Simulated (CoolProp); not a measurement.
Vapour-liquid equilibrium of R13 (1) + n-butane (2) at 0.0644 MPa; x and y are mole fractions of (1).

Values from CoolProp's multi-fluid Helmholtz-energy mixture model, Platzer 1990 and Bücker 2006; pair parameters Bell 2016. This equation is an older, rougher fit; its heat capacities, sound speeds and derivatives of the liquid may be far off and weren't checked against measurements.

| x | bubble temperature, mixture model (K) | bubble temperature, Raoult's law (K) | y, mixture model | y, Raoult's law |
|---|---|---|---|---|
| 0.05 | 227.5 | 241.4 | 0.814 | 0.618 |
| 0.2 | 200.4 | 214.8 | 0.973 | 0.931 |
| 0.35 | 193.7 | 203.1 | 0.986 | 0.975 |
| 0.5 | 190.7 | 196.1 | 0.990 | 0.989 |
| 0.65 | 188.6 | 191.2 | 0.993 | 0.995 |
| 0.8 | 186.7 | 187.5 | 0.995 | 0.998 |
| 0.95 | 184.5 | 184.5 | 0.999 | 1.000 |

The largest gap from Raoult's law is -14.4 K in bubble temperature, at x = 0.2. No azeotrope shows between x = 0.05 and 0.95.

Pair parameters are fitted to limited data, so mixtures are less certain than the pure fluids. With so large a gap from Raoult's law the liquid may split in two, which this calculation doesn't test in full.
